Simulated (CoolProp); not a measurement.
Saturation properties of ammonia.

Values from CoolProp's reference Helmholtz-energy equation of state, Gao 2020.

```csv
T (K),p (kPa),liquid density (kg/m³),vapour density (kg/m³),enthalpy of vaporisation (kJ/kg),liquid cp (kJ/(kg K)),liquid viscosity (µPa s)
247.5,146.9,672.1,1.260,1346,4.495,230
257.9,233.6,658.9,1.947,1314,4.537,202
268.2,355.3,645.3,2.890,1279,4.584,180
278.6,523.9,631.2,4.177,1242,4.640,161
288.9,746.5,616.6,5.862,1203,4.707,144
299.3,1039,601.2,8.074,1161,4.790,130
309.6,1407,585.3,10.89,1116,4.892,118
320,1872,568.3,14.50,1067,5.023,107
330.4,2444,550.3,19.08,1013,5.190,97.0
340.7,3130,531.1,24.82,954.2,5.409,88.0
351.1,3960,510.1,32.21,888.2,5.713,79.6
361.4,4934,487.0,41.63,814.3,6.153,71.8
371.8,6091,460.6,54.18,728.0,6.867,64.2
382.2,7443,429.0,71.55,624.2,8.215,56.8
```

It boils at 239.8 K under 1 atm.

Viscosity comes from a separate model (Fenghour 1995).
